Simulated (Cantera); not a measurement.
Input: 1 mol CH3SiCl3, 0.022 mol HCl, 350 mol H2, held at 1475 K and 0.0360 bar.

Cantera equilibrium calculation (NASA polynomials, part measured and part estimated; ideal gas, pure solids and liquids). Candidate condensed phases: C, C6H6, C7H8, C8H18, Si, SiC; 109 gas species. The feed counts by its element totals alone. The numbers say what is thermodynamically allowed, not how fast it happens.

Base state: H2 0.991, HCl 0.00853, H 6.81e-5, SiCl2 1.25e-5, CH4 1.25e-5 (mole fractions); condensed: SiC(s).

Task: What changes in the equilibrium state with this change: CH3SiCl3 replaced by Si(CH3)4?

Result: 
```csv
species,before,after
H2,0.991,1.000
CH4,1.25e-5,0.000105
H,6.81e-5,6.83e-5
HCl,0.00853,6.18e-5
SiCl2,1.25e-5,<1e-9
"SiC(s), mol",0.996,1.000
"C(graphite), mol",0,2.96
```

Task: What changes in the equilibrium state with this change: temperature from 1475 K to 2525 K?

Result: 
| species | before | after |
|---|---|---|
| H2 | 0.991 | 0.852 |
| H | 6.81e-5 | 0.136 |
| HCl | 0.00853 | 0.00713 |
| Si | 8.66e-9 | 0.00240 |
| SiC2 | <1e-9 | 7.90e-5 |
| SiH | 5.83e-9 | 0.000107 |
| C2H | <1e-9 | 1.47e-5 |
| C2H2 (acetylene) | 9.79e-8 | 0.00121 |
| Cl | 4.75e-7 | 0.000805 |
| SiC(s), mol | 0.996 | 0 |
The tables' values for SiCl are old estimates; treat these amounts as uncertain. Gases not in the tables: Si2H6 and higher silanes.
